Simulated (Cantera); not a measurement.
Charge: 1 mol FeS, 0.75 mol H2S, 1.3 mol CO2, held at 1498.15 K and 1.70 bar.

These are equilibrium values from Cantera (NASA tables, ideal gas, pure condensed phases), not measurements of a reactor. FeS: taken at fixed stoichiometry. The numbers say what is thermodynamically allowed, not how fast it happens.

```json
[
 {"species": "H2S", "before": "0.0751", "after": "0.274"},
 {"species": "H2O", "before": "0.198", "after": "0.173"},
 {"species": "CO", "before": "0.208", "after": "0.164"},
 {"species": "CO2", "before": "0.338", "after": "0.0749"},
 {"species": "H2", "before": "0.0472", "after": "0.147"},
 {"species": "S2", "before": "0.111", "after": "0.153"},
 {"species": "COS", "before": "0.0110", "after": "0.0102"},
 {"species": "SO2", "before": "0.00951", "after": "0.000877"},
 {"species": "CS2", "before": "8.43e-5", "after": "0.000328"},
 {"species": "SO", "before": "0.000418", "after": "0.000138"},
 {"species": "S2O", "before": "0.00107", "after": "0.000413"},
 {"species": "SH", "before": "0.00116", "after": "0.00241"},
 {"species": "S", "before": "1.02e-5", "after": "1.19e-5"},
 {"species": "FeS(l), mol", "before": "1.000", "after": "1.00"}
]
```
Gas species are given as mole fractions.

### Question
Name the change that produced these shifts.
A. pressure from 1.70 bar to 0.650 bar
B. pressure from 1.70 bar to 11.0 mbar
C. H2S from 0.75 to 3.1 mol
D. H2S from 0.75 to 0.085 mol

### Answer
C, H2S from 0.75 to 3.1 mol
